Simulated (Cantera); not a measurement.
Charge: 1 mol SiO₂, a varied amount of MgCl₂, 0.92 mol O₂, at 802 °C and 1.05 Torr.

Equilibrium computed with Cantera from the NASA thermochemical tables; the gas is ideal and each condensed phase is pure. Candidate condensed phases: Mg, MgCl₂, MgO, MgSiO₃, Mg₂SiO₄, Si, SiO₂; 20 gas species. Mutual solubility and eutectic melting of coexisting phases are not modelled. Condensed phases not in the tables: alloys, solid solutions and most ternary compounds. Kinetics and transport are ignored.

Problem. At 1.6 mol MgCl₂, list the 5 most abundant gas species with their mole fractions, and the condensed phases.

Solution. Cl₂ 0.901, O₂ 0.0694, Cl 0.0280, MgCl₂ 0.00124, ClO 1.42e-5. Condensed: MgSiO₃(s) + Mg₂SiO₄(s).
